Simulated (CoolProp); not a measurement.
The fluid at 282.22 K and 15.9 MPa is throttled through a valve to 9.48 MPa with no heat exchange. The same conditions are run with several fluids, on thermodynamics alone (safety and materials aside).

The numbers come from the reference Helmholtz-energy equation of state of each fluid (ammonia: Gao 2020; R236FA: Pan 2012; isohexane: Lemmon 2006; propylene glycol: Eisenbach 2021; methanol: de Reuck 1993) in CoolProp.

Problem. Rank ammonia, R236FA, isohexane, propylene glycol, methanol by temperature change (K), highest first.

Solution. isohexane (+2.9), methanol (+2.2), propylene glycol (+2.0), R236FA (+1.8), ammonia (+0.9)

| fluid | final density (kg/m³) |
|---|---|
| ammonia | 632 |
| R236FA | 1440 |
| isohexane | 670 |
| propylene glycol | 1050 |
| methanol | 807 |
